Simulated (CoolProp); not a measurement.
The numbers come from the reference Helmholtz-energy equation of state, Lemmon 2006 in CoolProp. It is a short technical equation, of lower accuracy than the large ones.

Question: For isohexane, give the phase and the Z, isothermal compressibility (1/MPa) at 550 K and 12000 kPa.

Answer: 
- 550 K and 12000 kPa: supercritical; Z 0.564, isothermal compressibility 0.0242
